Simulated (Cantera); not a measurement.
An isothermal, constant-pressure homogeneous reactor starts with N2O = 1 (molar parts), at 1523 K and 1330 Pa. Integrator tolerance rtol = 1e-08.

Computed with Cantera and GRI-Mech 3.0 (53 species, 325 reactions). GRI-Mech 3.0 was tuned for natural gas; its chemistry of N2O as a main component is partial and can be far from experiment. Radical loss at walls, strong at low pressure, is not modelled. The temperature is held fixed by assumption; the heat of reaction is taken as removed at once.

What does this change do: temperature 1523 to 1300 K?


```json
[
 {"quantity": "x(N2O) at 10.0 s", "before": "0.000150 (gas-phase equilibrium 1.03e-8)", "after": "0.525 (gas-phase equilibrium 3.24e-9)"},
 {"quantity": "x(NO2) at 10.0 s", "before": "9.81e-5 (gas-phase equilibrium 1.15e-6)", "after": "9.01e-6 (gas-phase equilibrium 7.25e-7)"},
 {"quantity": "x(O) at 10.0 s", "before": "2.67e-5 (gas-phase equilibrium 2.77e-5)", "after": "7.61e-6 (gas-phase equilibrium 8.90e-7)"},
 {"quantity": "x(O2) at 10.0 s", "before": "0.247 (gas-phase equilibrium 0.333)", "after": "0.135 (gas-phase equilibrium 0.333)"},
 {"quantity": "x(N2) at 10.0 s", "before": "0.581 (gas-phase equilibrium 0.666)", "after": "0.293 (gas-phase equilibrium 0.666)"},
 {"quantity": "x(NO) at 10.0 s", "before": "0.172 (gas-phase equilibrium 0.00159)", "after": "0.0470 (gas-phase equilibrium 0.000461)"}
]
```
The mechanism lacks the step 2 NO + O2 → 2 NO2, which can matter for NO2 below about 1400 K.
